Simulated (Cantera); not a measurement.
## Low-pressure radical oxidation in H2/O2

An isothermal, constant-pressure homogeneous reactor starts with H2 : O2 : N2 = 0.2 : 1 : 0.81 (molar parts), at 1400 K and 0.00780 atm.

Computed with Cantera and the H2/O2 subset of GRI-Mech 3.0, which has no nitrogen chemistry. Radical loss at walls, strong at low pressure, is not modelled. The temperature is held fixed by assumption; the heat of reaction is taken as removed at once.

| t (s) | x H2 | x O2 | x H2O | x H | x O | x HO2 | x H2O2 |
|---|---|---|---|---|---|---|---|
| 4.00e-6 | 0.0995 | 0.498 | 2.63e-12 | 2.67e-9 | 8.12e-11 | 2.74e-9 | <1e-12 |
| 1.87e-5 | 0.0995 | 0.498 | 2.39e-10 | 1.15e-8 | 1.60e-9 | 1.28e-8 | 2.60e-12 |
| 8.75e-5 | 0.0995 | 0.498 | 1.77e-8 | 5.13e-8 | 2.65e-8 | 5.99e-8 | 5.61e-11 |
| 0.000409 | 0.0995 | 0.498 | 2.07e-6 | 1.27e-6 | 1.08e-6 | 2.80e-7 | 1.15e-9 |
| 0.00191 | 0.0136 | 0.440 | 0.0658 | 0.0281 | 0.0375 | 1.30e-6 | 7.81e-8 |
| 0.00894 | 0.00425 | 0.431 | 0.0786 | 0.0248 | 0.0485 | 1.28e-6 | 5.15e-8 |
| 0.0418 | 0.00363 | 0.438 | 0.0836 | 0.0185 | 0.0396 | 1.29e-6 | 5.26e-8 |
| 0.196 | 0.00167 | 0.457 | 0.0960 | 0.00515 | 0.0166 | 1.14e-6 | 4.72e-8 |
| 0.915 | 0.000170 | 0.469 | 0.103 | 0.000158 | 0.00161 | 3.89e-7 | 1.84e-8 |
| 4.28 | 1.10e-5 | 0.471 | 0.104 | 2.56e-6 | 0.000103 | 5.67e-8 | 3.73e-9 |
| 20.0 | 1.35e-6 | 0.471 | 0.105 | 1.11e-7 | 1.28e-5 | 4.25e-8 | 9.39e-10 |
x: mole fraction; the columns are a selection and need not sum to one.

Equilibrium at this temperature and pressure: H2 7.80e-7, O2 0.471, H2O 0.105, H 4.87e-8, O 7.36e-6, HO2 5.05e-8, H2O2 7.14e-10 (gas phase only).
